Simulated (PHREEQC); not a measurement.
## Copper plating or etch bath: an equilibrium model

Consider water at 25 °C and 100 atm with 1.1 mmol/kgw CuSO4, 27 mmol/kgw HNO3 and 67 mmol/kgw Na2SO4. Closed to the air; pH follows from the charge balance.

Equilibrium calculation in PHREEQC: ion-association model, phreeqc.dat.

```
Property                      Value
--------------------  -------------
pH                             2.02
ionic strength        0.184 mol/kgw
specific conductance    15200 µS/cm
density                 1.011 g/cm³
total alkalinity       -27.0 meq/kg
```

```
species  molality  activity   log γ
-------  --------  --------  ------
Na+         0.126    0.0946  -0.123
SO4-2      0.0442    0.0134  -0.518
NO3-       0.0270    0.0190  -0.153
HSO4-      0.0150    0.0113  -0.124
H+         0.0120   0.00959  -0.096
NaSO4-    0.00839   0.00631  -0.124
Cu+2     0.000608  0.000205  -0.472
```

No solid was allowed to form. Under pressure, the constants of complexes without a molar volume in the database are unreliable.
